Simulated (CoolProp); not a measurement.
Aqueous methanol as a coolant, 5 % by mass, freezing at -3.0 °C, 1 atm.

Values from CoolProp's Melinder's fits for secondary coolants.

| T (°C) | Prandtl number | cp (kJ/(kg K)) | viscosity (mPa s) | density (kg/m³) |
|---|---|---|---|---|
| 0.3 | 17.0 | 4.278 | 2.13 | 991.3 |
| 4.9 | 14.2 | 4.258 | 1.81 | 991.3 |
| 9.5 | 12.0 | 4.241 | 1.56 | 991.0 |
| 14.1 | 10.2 | 4.225 | 1.35 | 990.5 |
| 18.8 | 8.84 | 4.210 | 1.19 | 989.7 |
| 23.4 | 7.73 | 4.199 | 1.05 | 988.7 |
| 28 | 6.82 | 4.190 | 0.944 | 987.5 |
| 32.6 | 6.07 | 4.183 | 0.850 | 986.1 |
| 37.2 | 5.44 | 4.180 | 0.771 | 984.4 |
